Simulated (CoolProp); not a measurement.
Vapour-liquid equilibrium of dimethyl ether (1) + methanol (2) at 96.75 °C; x and y are mole fractions of (1).

Model: multi-fluid Helmholtz-energy mixture model, Wu 2011 and de Reuck 1993; pair parameters Bell 2016, in CoolProp.

| x | bubble pressure (MPa) | y at the bubble point | dew pressure at overall composition x (MPa) | liquid density (mol/L) |
|---|---|---|---|---|
| 0.05 | 0.5416 | 0.415 | 0.3361 | 21.63 |
| 0.125 | 0.8480 | 0.635 | 0.3650 | 20.66 |
| 0.2 | 1.119 | 0.730 | 0.3989 | 19.73 |
| 0.275 | 1.355 | 0.783 | 0.4394 | 18.83 |
| 0.35 | 1.562 | 0.817 | 0.4888 | 17.97 |
| 0.425 | 1.745 | 0.843 | 0.5505 | 17.13 |
| 0.5 | 1.911 | 0.863 | 0.6298 | 16.31 |
| 0.575 | 2.066 | 0.880 | 0.7355 | 15.51 |
| 0.65 | 2.219 | 0.897 | 0.8829 | 14.73 |
| 0.725 | 2.376 | 0.914 | 1.102 | 13.96 |
| 0.8 | 2.543 | 0.933 | 1.452 | 13.19 |
| 0.875 | 2.729 | 0.954 | 2.018 | 12.42 |
| 0.95 | 2.938 | 0.980 | 2.691 | 11.63 |

No azeotrope shows between x = 0.05 and 0.95.

Pair parameters are fitted to limited data, so mixtures are less certain than the pure fluids. The gap from Raoult's law changes sign with composition, which may be real or a fault of the pair parameters; it wasn't checked against measurements.
